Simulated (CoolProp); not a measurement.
Vapour-liquid equilibrium of R13 (1) + R113 (2) at 271.4 K; x and y are mole fractions of (1).

Model: multi-fluid Helmholtz-energy mixture model, Platzer 1990 and Marx 1992; pair parameters Bell 2016, in CoolProp. This equation is an older, rougher fit; its heat capacities, sound speeds and derivatives of the liquid may be far off and weren't checked against measurements.

```csv
x,"bubble pressure, mixture model (bar)","bubble pressure, Raoult's law (bar)","y, mixture model","y, Raoult's law"
0.05,1.316,1.074,0.894,0.878
0.125,2.976,2.477,0.953,0.951
0.2,4.523,3.880,0.969,0.972
0.275,5.968,5.283,0.977,0.981
0.35,7.327,6.687,0.981,0.987
0.425,8.613,8.090,0.984,0.990
0.5,9.842,9.493,0.987,0.993
0.575,11.03,10.90,0.989,0.995
0.65,12.20,12.30,0.990,0.996
0.725,13.38,13.70,0.992,0.997
0.8,14.61,15.11,0.994,0.998
0.875,15.96,16.51,0.995,0.999
0.95,17.54,17.91,0.998,1.000
```

The largest gap from Raoult's law is +22.5 % in bubble pressure, at x = 0.05. No azeotrope shows between x = 0.05 and 0.95.

The pair parameters rest on a limited set of measurements; away from them the model extrapolates. The gap from Raoult's law changes sign with composition, which may be real or a fault of the pair parameters; it wasn't checked against measurements.
